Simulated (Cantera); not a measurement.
## Stirred combustor or abatement burner

A perfectly stirred reactor is fed with 4.29 % CH4, 5.15 % H2, 18.0 % O2, 67.8 % N2, 4.72 % CO2, equivalence ratio 0.62, at 10.0 bar; it is adiabatic with a 700 K inlet, and is followed from long to short residence time, starting on the burning branch (τ in s: 0.36, 0.13, 0.044, 0.015, 0.0053, 0.0018, 0.00064, 0.00022, 7.7e-05, 2.7e-05, 9.3e-06).

Model: GRI-Mech 3.0 (53 species, 325 reactions), integrated in Cantera.

```
τ (s)    T (K)     x CH4      x H2    x O2    x N2O      x OH
-------  -----  --------  --------  ------  -------  --------
0.36      1971   3.08e-7   4.07e-5  0.0695  6.46e-7  0.000906
0.13      1972   8.35e-7   4.34e-5  0.0697  6.63e-7  0.000921
0.044     1972   2.35e-6   5.08e-5  0.0698  7.09e-7  0.000956
0.015     1970   6.21e-6   7.03e-5  0.0699  8.31e-7   0.00104
0.0053    1968   1.45e-5  0.000115  0.0700  1.10e-6   0.00121
0.0018    1962   3.22e-5  0.000216  0.0702  1.58e-6   0.00151
0.00064   1950   6.65e-5  0.000415  0.0707  2.12e-6   0.00193
0.00022   1928  0.000142  0.000827  0.0717  2.38e-6   0.00244
7.7e-5    1887  0.000323   0.00165  0.0741  2.11e-6   0.00287
2.7e-5    1799  0.000981   0.00379  0.0802  1.38e-6   0.00259
9.3e-6     700    0.0429    0.0515   0.180   <1e-12    <1e-12
```
x: mole fraction; the columns are a selection and need not sum to one.
